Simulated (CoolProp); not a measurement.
Vapour-liquid equilibrium of hexamethyldisiloxane (MM) (1) + toluene (2) at 396.8 K; x and y are mole fractions of (1).

The numbers come from the multi-fluid Helmholtz-energy mixture model, Thol 2016 and Lemmon 2006; pair parameters Bell 2016 in CoolProp.

```json
[
 {"x": "0.05", "bubble pressure (kPa)": "148.8", "y at the bubble point": "0.074", "dew pressure at overall composition x (kPa)": "___", "liquid density (mol/L)": "7.943"},
 {"x": "0.125", "bubble pressure (kPa)": "154.5", "y at the bubble point": "0.176", "dew pressure at overall composition x (kPa)": "151.6", "liquid density (mol/L)": "7.439"},
 {"x": "0.2", "bubble pressure (kPa)": "159.9", "y at the bubble point": "0.267", "dew pressure at overall composition x (kPa)": "156.0", "liquid density (mol/L)": "6.983"},
 {"x": "0.275", "bubble pressure (kPa)": "164.8", "y at the bubble point": "0.351", "dew pressure at overall composition x (kPa)": "160.4", "liquid density (mol/L)": "6.570"},
 {"x": "0.35", "bubble pressure (kPa)": "169.3", "y at the bubble point": "___", "dew pressure at overall composition x (kPa)": "164.8", "liquid density (mol/L)": "6.192"},
 {"x": "0.425", "bubble pressure (kPa)": "173.3", "y at the bubble point": "0.498", "dew pressure at overall composition x (kPa)": "169.2", "liquid density (mol/L)": "5.848"},
 {"x": "0.5", "bubble pressure (kPa)": "___", "y at the bubble point": "0.565", "dew pressure at overall composition x (kPa)": "173.4", "liquid density (mol/L)": "5.532"},
 {"x": "0.575", "bubble pressure (kPa)": "180.1", "y at the bubble point": "0.630", "dew pressure at overall composition x (kPa)": "177.4", "liquid density (mol/L)": "5.243"},
 {"x": "0.65", "bubble pressure (kPa)": "___", "y at the bubble point": "0.692", "dew pressure at overall composition x (kPa)": "181.0", "liquid density (mol/L)": "4.976"},
 {"x": "0.725", "bubble pressure (kPa)": "185.1", "y at the bubble point": "0.755", "dew pressure at overall composition x (kPa)": "184.0", "liquid density (mol/L)": "4.730"},
 {"x": "0.8", "bubble pressure (kPa)": "186.9", "y at the bubble point": "0.818", "dew pressure at overall composition x (kPa)": "186.4", "liquid density (mol/L)": "4.503"},
 {"x": "0.875", "bubble pressure (kPa)": "188.3", "y at the bubble point": "0.883", "dew pressure at overall composition x (kPa)": "188.1", "liquid density (mol/L)": "4.293"},
 {"x": "0.95", "bubble pressure (kPa)": "189.1", "y at the bubble point": "0.952", "dew pressure at overall composition x (kPa)": "189.1", "liquid density (mol/L)": "4.099"}
]
```

Problem. Some entries are withheld; supply them.

Solution. 
- 0.05, dew pressure at overall composition x (kPa): 147.4
- 0.35, y at the bubble point: 0.427
- 0.5, bubble pressure (kPa): 176.9
- 0.65, bubble pressure (kPa): 182.8

No azeotrope shows between x = 0.05 and 0.95.

Pair parameters are fitted to limited data, so mixtures are less certain than the pure fluids.
